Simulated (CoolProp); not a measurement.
c-C4F8 (RC318) along the isotherm 238.3 K: fugacity coefficient from the reference equation and from simpler models built on Tc = 388.4 K, pc = 2778 kPa, ω = 0.355; each cubic takes its own stable root.

Computed with CoolProp (reference Helmholtz-energy equation of state, Platzer 1990). This equation is an older, rougher fit; its heat capacities, sound speeds and derivatives of the liquid may be far off and weren't checked against measurements.

| p (kPa) | phase | reference | van der Waals | Redlich-Kwong | Soave-Redlich-Kwong |
|---|---|---|---|---|---|
| 320 | liquid | 0.08040 | 0.7828 | 0.2200 | 0.08067 |
| 641 | liquid | 0.04091 | 0.4030 | 0.1121 | 0.04109 |
| 961 | liquid | 0.02780 | 0.2772 | 0.07638 | 0.02796 |
| 1280 | liquid | 0.02127 | 0.2145 | 0.05855 | 0.02141 |
| 1600 | liquid | 0.01734 | 0.1769 | 0.04782 | 0.01747 |
| 1920 | liquid | 0.01472 | 0.1520 | 0.04069 | 0.01485 |
| 2240 | liquid | 0.01286 | 0.1343 | 0.03560 | 0.01299 |
| 2560 | liquid | 0.01146 | 0.1211 | 0.03181 | 0.01159 |
| 2880 | liquid | 0.01038 | 0.1109 | 0.02886 | 0.01051 |
| 3200 | liquid | 0.009523 | 0.1029 | 0.02652 | 0.009648 |
